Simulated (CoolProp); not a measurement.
Vapour-liquid equilibrium of propane (1) + R152A (2) at 47.85 °C; x and y are mole fractions of (1).

The numbers come from the multi-fluid Helmholtz-energy mixture model, Lemmon 2009 and Outcalt 1996; pair parameters Bell 2016 in CoolProp.

**Question.** Give the bubble pressure and the first vapour's composition at x = 0.05, 0.15, 0.85. Is there an azeotrope?

**Answer.** x = 0.05: 1.243 MPa, y = 0.123; x = 0.15: 1.448 MPa, y = 0.288; x = 0.85: 1.800 MPa, y = 0.812. y crosses x between x = 0.65 and 0.75: the model has an azeotrope there.

Pair parameters are fitted to limited data, so mixtures are less certain than the pure fluids.
